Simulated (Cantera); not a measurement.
Input (Python, Cantera) and output of one run.

```python
import numpy as np
import cantera as ct

gas_names = """

""".split()
cond_names = """
    NiS(b) NiS(a) NiS(L) S(cr1) S(cr2) S(L) NiS2(s) NiS2(L)
""".split()


# ... load() reads the species with a 1 bar reference pressure and builds the phases ...
species = {s.name: s for s in load("nasa_gas.yaml", gas_names) + load("nasa_condensed.yaml", cond_names)}
# Each term lists the table entries of one substance; the one whose range holds T is used.
reactions = {
    'NiS + S = NiS2':
        [(-1, ['NiS(b)', 'NiS(a)', 'NiS(L)']), (-1, ['S(cr1)', 'S(cr2)', 'S(L)']), (1, ['NiS2(s)', 'NiS2(L)'])],
}


def pick(names, T):
    return next(species[n] for n in names if species[n].thermo.min_temp <= T <= species[n].thermo.max_temp)


results = []
for label, terms in reactions.items():
    print(label)
    print("     T/K   dH/kJ  dS/(J/K)   dG/kJ   log10 K")
    for T in [823, 873, 923, 973, 1023, 1073]:
        used = [(nu, pick(names, T)) for nu, names in terms]
        dH = sum(nu * s.thermo.h(T) for nu, s in used) / 1e6
        dS = sum(nu * s.thermo.s(T) for nu, s in used) / 1e3
        dG = dH - T * dS / 1e3
        logK = -dG * 1e6 / (ct.gas_constant * T * np.log(10))
        results.append((label, T, dH, dS, dG, logK, [s.name for _, s in used]))
        print(f"{T:8g} {dH:8.1f} {dS:8.1f} {dG:8.1f} {logK:8.2f}")
```

It prints:

```
NiS + S = NiS2
     T/K   dH/kJ  dS/(J/K)   dG/kJ   log10 K
     823    -57.5    -38.5    -25.8     1.64
     873    -58.0    -39.1    -23.8     1.43
     923    -58.5    -39.7    -21.9     1.24
     973    -59.1    -40.3    -19.9     1.07
    1023    -59.6    -40.8    -17.8     0.91
    1073    -60.1    -41.3    -15.8     0.77
```

Standard-state values (1 bar) from the NASA 1993 polynomials, evaluated with Cantera. Condensed species are held in their standard states even where they would react or evaporate.
